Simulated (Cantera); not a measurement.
An isothermal, constant-pressure homogeneous reactor starts with 11.5 % CH₄, 88.5 % N₂, at 1600 K and 1.01 bar.

Model: GRI-Mech 3.0 (53 species, 325 reactions), integrated in Cantera. GRI-Mech 3.0 stops at C3 and has no aromatics, soot or wall deposition, so with more carbon than oxygen in the feed, carbon stays in small species such as C2H2 where larger ones or solid carbon would form.

x: mole fraction; the columns are a selection and need not sum to one.

| t (s) | x CH₄ | x CH₃ | x C₂H₂ | x H | x C₂H₄ | x C₂H₆ | x H₂ |
|---|---|---|---|---|---|---|---|
| 0.000300 | 0.115 | 0.000114 | 3.66e-8 | 1.20e-7 | 5.99e-6 | 1.48e-5 | 8.41e-5 |
| 0.000949 | 0.114 | 0.000210 | 2.41e-6 | 2.40e-7 | 8.34e-5 | 0.000116 | 0.000396 |
| 0.00300 | 0.112 | 0.000338 | (withheld) | (withheld) | (withheld) | 0.000391 | (withheld) |
| 0.00949 | (withheld) | 0.000344 | (withheld) | (withheld) | (withheld) | 0.000415 | (withheld) |
| 0.0300 | 0.0820 | 0.000231 | 0.0128 | 6.15e-6 | 0.00177 | 0.000174 | 0.0423 |
| 0.0949 | 0.0537 | 0.000139 | 0.0266 | 1.05e-5 | 0.000755 | 5.80e-5 | 0.0815 |
| 0.300 | 0.0254 | 6.65e-5 | 0.0395 | 1.55e-5 | 0.000634 | 1.22e-5 | 0.120 |
| 0.949 | 0.00913 | 2.52e-5 | 0.0467 | 1.93e-5 | 0.000752 | 1.80e-6 | 0.142 |
| 3.00 | 0.00432 | 1.23e-5 | 0.0488 | 2.08e-5 | 0.000809 | 5.75e-7 | 0.148 |

Question: Some entries are withheld; supply them.

Answer: 
- 0.00300, x C₂H₂: 0.000107
- 0.00300, x H: 8.02e-7
- 0.00300, x C₂H₄: 0.000782
- 0.00300, x H₂: 0.00245
- 0.00949, x CH₄: 0.102
- 0.00949, x C₂H₂: 0.00250
- 0.00949, x H: 2.86e-6
- 0.00949, x C₂H₄: 0.00295
- 0.00949, x H₂: 0.0140
